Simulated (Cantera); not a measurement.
# Fluorocarbon and chlorocarbon gases: CCl4 + H2

Input: 1 mol CCl4, 13 mol H2, held at 10.0 mbar.

Cantera equilibrium calculation (NASA polynomials, part measured and part estimated; ideal gas, pure solids and liquids). Candidate condensed phases: C, C6H6, C7H8, C8H18; 91 gas species. Kinetics and transport are ignored.

From 3023 K to 3423 K nothing is condensed. The main C-bearing gas is C3 at 3023 K and C at 3423 K.

```csv
T (K),x H,x H2,x Cl,x HCl,x C,x C3,x C2H2 (acetylene)
3023,0.668,0.156,0.118,0.0404,0.00355,0.00712,0.00328
3073,0.702,0.127,0.121,0.0323,0.00472,0.00705,0.00218
3123,0.730,0.103,0.123,0.0258,0.00616,0.00675,0.00141
3173,0.753,0.0832,0.125,0.0204,0.00787,0.00627,0.000894
3223,0.771,0.0666,0.126,0.0162,0.00988,0.00564,0.000555
3273,0.786,0.0532,0.127,0.0128,0.0122,0.00490,0.000338
3323,0.798,0.0424,0.127,0.0101,0.0147,0.00410,0.000201
3373,0.806,0.0339,0.128,0.00805,0.0173,0.00328,0.000117
3423,0.813,0.0271,0.128,0.00641,0.0200,0.00250,6.66e-5
```
x: gas mole fraction; nothing condenses.
